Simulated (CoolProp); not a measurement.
Ammonia at several states: fugacity coefficient from the reference equation and from simpler models built on Tc = 132.4 °C, pc = 11.36 MPa, ω = 0.256; each cubic takes its own stable root.

Computed with CoolProp (reference Helmholtz-energy equation of state, Gao 2020).

```
T (°C)  p (MPa)   phase  reference
------  -------  ------  ---------
124.85     7.62     gas     0.7427
217.15     2.59     gas     0.9584
186.75     5.62     gas     0.8874
208.55     1.65     gas     0.9716
12.35     0.822  liquid     0.7452
```

Problem. How far does each simpler model (van der Waals, Soave-Redlich-Kwong) lie from the reference over these 5 states: mean and median of the absolute difference, and the worst?

Solution. 
- van der Waals: mean 7.0 %, median 0.7 %, worst +27.7 % at 12.35 °C and 0.822 MPa
- Soave-Redlich-Kwong: mean 1.4 %, median 0.8 %, worst +2.8 % at 124.85 °C and 7.62 MPa

At some of these states van der Waals gives the other phase, because its saturation line lies elsewhere.
